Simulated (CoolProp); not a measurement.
Saturated liquid density (kg/m³) of ethanol: the reference equation beside estimates from Tc = 514.7 K, pc = 6.268 MPa, ω = 0.644. Rackett uses Z = 0.29056 − 0.08775 ω.

The numbers come from the reference Helmholtz-energy equation of state, Schroeder 2014 in CoolProp.

```tsv
T (K)	reference	Rackett	Redlich-Kwong	Peng-Robinson
330.5	756.4	851.3	590.8	723.9
335.2	[?]	844.5	586.0	719.4
339.9	747.7	837.7	581.0	714.7
344.7	743.1	830.6	[?]	709.9
349.4	738.5	823.6	570.7	704.9
354.1	733.9	816.6	[?]	699.9
358.9	729.1	809.3	560.0	694.5
363.6	724.2	802.0	554.5	689.1
368.3	719.3	794.7	548.9	683.6
373.1	714.1	787.1	543.1	[?]
377.8	708.9	779.5	537.3	671.7
382.5	703.5	[?]	[?]	665.6
387.3	697.9	763.9	525.2	659.1
392	692.2	756.0	519.0	652.5
396.7	686.3	748.0	512.7	645.7
```

Problem. What belongs in the gaps?

Solution. 
- 335.2, reference: 752.1
- 344.7, Redlich-Kwong: 575.8
- 354.1, Redlich-Kwong: 565.4
- 373.1, Peng-Robinson: 677.7
- 382.5, Rackett: 771.9
- 382.5, Redlich-Kwong: 531.4

Absolute difference from the reference over all 15 rows, mean and median: Rackett 10.7 and 10.7 %, Redlich-Kwong 23.5 and 23.4 %, Peng-Robinson 4.9 and 4.8 %.
